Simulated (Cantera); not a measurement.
What does this Cantera script print?

```python
import numpy as np
import cantera as ct

gas = ct.Solution("gri30.yaml")
gas.TPX = 550, 1000000, {'CH4': 1, 'O2': 1.67, 'N2': 6.27}
flame = ct.FreeFlame(gas, width=0.008)
flame.set_refine_criteria(ratio=3, slope=0.08, curve=0.16)
flame.transport_model = "mixture-averaged"
flame.solve(loglevel=0, auto=True)
z, T = flame.grid, flame.T
thick = (T[-1] - T[0]) / np.gradient(T, z).max()
show = ['CH4', 'O2', 'H2O2', 'H', 'NO', 'O']
print(f"laminar burning velocity  {flame.velocity[0] * 100:.3f} cm/s")
print(f"burnt temperature         {T[-1]:.1f} K")
print(f"thermal thickness         {thick * 1e3:.4f} mm")
print(f"grid points               {len(z)}")
z0 = z[flame.heat_release_rate.argmax()]
print(f"{'z/mm':>9s}{'T/K':>9s}{'u/(m/s)':>9s}" + "".join(f"{s:>11s}" for s in show))
rows = []
for k in (-3, -2, -1.5, -1, -0.5, -0.25, 0, 0.25, 0.5, 1, 2, 4, 8):
    zz = z0 + k * thick
    rows.append([k * thick, np.interp(zz, z, T), np.interp(zz, z, flame.velocity),
                 *(np.interp(zz, z, flame.X[gas.species_index(s)]) for s in show)])
    print(f"{rows[-1][0] * 1e3:9.3f}{rows[-1][1]:9.1f}{rows[-1][2]:9.3f}" + "".join(f"{x:11.3e}" for x in rows[-1][3:]))
```

Output:

```
laminar burning velocity  38.296 cm/s
burnt temperature         2321.1 K
thermal thickness         0.0781 mm
grid points               137
     z/mm      T/K  u/(m/s)        CH4         O2       H2O2          H         NO          O
   -0.234    551.2    0.385  1.115e-01  1.863e-01  1.162e-07  1.427e-14  2.942e-09  1.649e-15
   -0.156    559.9    0.392  1.104e-01  1.852e-01  1.017e-06  1.043e-12  2.726e-08  2.682e-13
   -0.117    587.6    0.413  1.080e-01  1.827e-01  4.145e-06  3.236e-11  1.265e-07  7.878e-12
   -0.078    726.5    0.515  9.788e-02  1.709e-01  2.064e-05  7.522e-09  1.079e-06  1.164e-09
   -0.039   1232.5    0.888  6.258e-02  1.222e-01  4.871e-05  8.339e-06  1.154e-05  1.691e-06
   -0.020   1654.3    1.202  3.229e-02  7.605e-02  1.031e-05  1.309e-04  2.624e-05  2.636e-05
    0.000   2034.7    1.486  7.201e-03  2.991e-02  3.751e-06  1.072e-03  4.766e-05  1.439e-04
    0.020   2197.9    1.602  6.093e-04  8.106e-03  8.746e-07  2.459e-03  7.859e-05  2.626e-04
    0.039   2244.8    1.631  4.182e-05  2.451e-03  3.802e-07  2.738e-03  1.011e-04  2.559e-04
    0.078   2279.5    1.652  5.827e-07  6.236e-04  1.809e-07  2.119e-03  1.172e-04  1.432e-04
    0.156   2303.8    1.667  4.155e-09  1.997e-04  7.711e-08  1.292e-03  1.240e-04  5.429e-05
    0.312   2316.6    1.676  4.186e-11  6.725e-05  3.001e-08  7.672e-04  1.267e-04  1.948e-05
    0.625   2320.5    1.678  3.313e-12  3.618e-05  1.773e-08  5.820e-04  1.282e-04  1.126e-05
```

Model: GRI-Mech 3.0 (53 species, 325 reactions), integrated in Cantera. Burning velocities carry a grid error of a few per cent, more on coarse grids.
